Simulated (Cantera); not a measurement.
Source: NASA polynomial tables (part measured, part estimated), evaluated in Cantera. Values are per mole of reaction as written; species without (g) are pure solids or liquids, kept so even where they would boil at 1 bar.

3 Ni + 6 H2S(g) + C6H6(g) = 3 NiS2 + 3 C2H6(g)

| T (K) | ΔH° (kJ) | ΔS° (J/K) | ΔG° (kJ) | log10 K |
|---|---|---|---|---|
| 300 | (withheld) | (withheld) | (withheld) | (withheld) |
| 373 | -605.3 | -689.2 | -348.3 | 48.77 |
| 398 | -605.3 | -689.0 | -331.1 | 43.45 |
| 423 | (withheld) | (withheld) | (withheld) | (withheld) |
| 448 | -605.2 | -688.7 | -296.6 | 34.58 |
| 473 | -605.1 | -688.5 | -279.4 | 30.85 |
| 498 | -605.0 | -688.3 | -262.2 | 27.50 |
| 523 | (withheld) | (withheld) | (withheld) | (withheld) |
| 548 | (withheld) | (withheld) | (withheld) | (withheld) |

Q: Complete the blanks.

A: 
- 300, ΔH° (kJ): -605.6
- 300, ΔS° (J/K): -689.8
- 300, ΔG° (kJ): -398.6
- 300, log10 K: 69.40
- 423, ΔH° (kJ): -605.2
- 423, ΔS° (J/K): -688.9
- 423, ΔG° (kJ): -313.8
- 423, log10 K: 38.75
- 523, ΔH° (kJ): -604.8
- 523, ΔS° (J/K): -688.1
- 523, ΔG° (kJ): -245.0
- 523, log10 K: 24.47
- 548, ΔH° (kJ): -604.7
- 548, ΔS° (J/K): -687.9
- 548, ΔG° (kJ): -227.8
- 548, log10 K: 21.71
